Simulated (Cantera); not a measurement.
**Hydrocarbon pyrolysis for carbon deposition**

An isothermal, constant-pressure homogeneous reactor starts with 38.3 % C2H6, 61.2 % H2, 0.498 % N2, at 1350 K and 1.01 bar.

Cantera simulation using GRI-Mech 3.0 (53 species, 325 reactions); the numbers are that mechanism's predictions, not measurements. GRI-Mech 3.0 stops at C3 and has no aromatics, soot or wall deposition, so with more carbon than oxygen in the feed, carbon stays in small species such as C2H2 where larger ones or solid carbon would form.

```tsv
t (s)	x C2H6	x H2	x C2H2	x CH3	x C2H
0.000100	0.330	0.620	8.08e-5	0.000281	2.62e-12
0.000484	0.169	0.641	0.00200	0.000217	6.57e-11
0.00234	0.0178	0.659	0.0168	7.75e-5	3.76e-10
0.0113	0.00339	0.664	0.0466	3.63e-5	5.10e-10
0.0548	0.00216	0.663	0.0888	3.32e-5	7.64e-10
0.265	0.00156	0.632	0.0961	3.32e-5	5.97e-10
1.28	0.00112	0.565	0.0832	3.27e-5	3.30e-10
6.20	0.000744	0.492	0.0679	2.98e-5	1.77e-10
30.0	0.000655	0.469	0.0629	2.89e-5	1.46e-10
```
x: mole fraction; the columns are a selection and need not sum to one.

Equilibrium at this temperature and pressure: C2H6 0.000647, H2 0.471, C2H2 0.0617, CH3 2.87e-5, C2H 1.43e-10 (gas phase only).
